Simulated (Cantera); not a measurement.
Charge: 1 mol Ti, 0.75 mol C₃H₈, a varied amount of H₂, at 2200 K and 10.0 Torr.

Equilibrium computed with Cantera from the NASA thermochemical tables; the gas is ideal and each condensed phase is pure. Candidate condensed phases: C, C₆H₆, C₇H₈, C₈H₁₈, Ti, TiC; 77 gas species. TiC: taken at fixed stoichiometry. The numbers say what is thermodynamically allowed, not how fast it happens.

Q: At 150 mol H₂, list the 3 most abundant gas species with their mole fractions, and the condensed phases.

A: H₂ 0.950, H 0.0475, C₂H₂ (acetylene) 0.00243. Condensed: C(graphite) + TiC(s).
